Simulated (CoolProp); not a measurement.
A simple Rankine cycle with water: condensing at 313.15 K, boiler at 0.72 MPa, turbine inlet 589.2 K, turbine efficiency 0.65, pump efficiency 0.7, no recuperator. Each further row changes one setting.

Computed with CoolProp (reference Helmholtz-energy equation of state, Wagner 2002).

```json
[
 {"case": "as stated", "thermal efficiency (%)": "17.9", "net work (kJ/kg)": "522", "heat in (kJ/kg)": "2920", "turbine exit temperature (K)": "313.1", "volume ratio over the turbine": "52.4"},
 {"case": "turbine inlet 609.2 K", "thermal efficiency (%)": "18.0", "net work (kJ/kg)": "535", "heat in (kJ/kg)": "2970", "turbine exit temperature (K)": "326.2", "volume ratio over the turbine": "52.8"},
 {"case": "condensing temperature 305.15 K", "thermal efficiency (%)": "18.8", "net work (kJ/kg)": "557", "heat in (kJ/kg)": "2960", "turbine exit temperature (K)": "305.1", "volume ratio over the turbine": "78.6"},
 {"case": "boiler pressure 0.504 MPa", "thermal efficiency (%)": "16.8", "net work (kJ/kg)": "491", "heat in (kJ/kg)": "2930", "turbine exit temperature (K)": "330.2", "volume ratio over the turbine": "38.6"},
 {"case": "turbine efficiency 0.55", "thermal efficiency (%)": "15.1", "net work (kJ/kg)": "442", "heat in (kJ/kg)": "2920", "turbine exit temperature (K)": "353.3", "volume ratio over the turbine": "59.3"}
]
```

The expansion ends wet for: as stated; condensing temperature 305.15 K.
